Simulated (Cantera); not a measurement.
## Equilibrium for carbon deposition, reforming and gasification: CH3OH + NH3 + N2 + CO2

A closed system holds: 1 mol CH3OH, 0.47 mol NH3, 1.8 mol N2, 0.28 mol CO2, at 2100 °C.

These are equilibrium values from Cantera (NASA tables, ideal gas, pure condensed phases), not measurements of a reactor. Candidate condensed phases: C, C6H6, C7H8, C8H18, H2O; 136 gas species. The ideal-gas law is rough above about 30 bar. Equilibrium is a limit: real reactors are often held back by kinetics, nucleation or transport.

From 0.0750 Torr to 75000 Torr nothing is condensed. The main C-bearing gas is CO throughout.

| P (Pa) | x H | x H2 | x N2 | x CO | x H2O | x O |
|---|---|---|---|---|---|---|
| 10 | 0.449 | 0.103 | 0.255 | 0.158 | 0.00779 | 0.0176 |
| 100 | 0.223 | 0.254 | 0.298 | 0.184 | 0.0295 | 0.00272 |
| 1000 | 0.0826 | 0.349 | 0.324 | 0.200 | 0.0387 | 0.000259 |
| 10000 | 0.0275 | 0.388 | 0.333 | 0.206 | 0.0415 | 2.50e-5 |
| 100000 | 0.00884 | 0.400 | 0.337 | 0.208 | 0.0424 | 2.47e-6 |
| 1000000 | 0.00281 | 0.405 | 0.338 | 0.209 | 0.0426 | 2.46e-7 |
| 10000000 | 0.000890 | 0.406 | 0.338 | 0.209 | 0.0429 | 2.47e-8 |
x: gas mole fraction; nothing condenses.
